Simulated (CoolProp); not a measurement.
Propylene glycol along the isobar 6.2 MPa: Z from the reference equation and from simpler models built on Tc = 674.0 K, pc = 7.292 MPa, ω = 0.327; each cubic takes its own stable root.

Computed with CoolProp (reference Helmholtz-energy equation of state, Eisenbach 2021).

```json
[
 {"T (K)": "468.5", "phase": "liquid", "reference": "0.1358", "van der Waals": "0.2079", "Soave-Redlich-Kwong": "0.1381", "Peng-Robinson": "0.1222"},
 {"T (K)": "490.2", "phase": "liquid", "reference": "0.1331", "van der Waals": "0.2039", "Soave-Redlich-Kwong": "0.1359", "Peng-Robinson": "0.1202"},
 {"T (K)": "511.8", "phase": "liquid", "reference": "0.1311", "van der Waals": "0.2009", "Soave-Redlich-Kwong": "0.1346", "Peng-Robinson": "0.1190"},
 {"T (K)": "533.5", "phase": "liquid", "reference": "0.1297", "van der Waals": "0.1989", "Soave-Redlich-Kwong": "0.1341", "Peng-Robinson": "0.1185"},
 {"T (K)": "555.1", "phase": "liquid", "reference": "0.1290", "van der Waals": "0.1982", "Soave-Redlich-Kwong": "0.1347", "Peng-Robinson": "0.1190"},
 {"T (K)": "576.7", "phase": "liquid", "reference": "0.1292", "van der Waals": "0.1990", "Soave-Redlich-Kwong": "0.1366", "Peng-Robinson": "0.1207"},
 {"T (K)": "598.4", "phase": "liquid", "reference": "0.1306", "van der Waals": "0.2020", "Soave-Redlich-Kwong": "0.1405", "Peng-Robinson": "0.1242"},
 {"T (K)": "620", "phase": "liquid", "reference": "0.1338", "van der Waals": "0.2088", "Soave-Redlich-Kwong": "0.1474", "Peng-Robinson": "0.1306"}
]
```
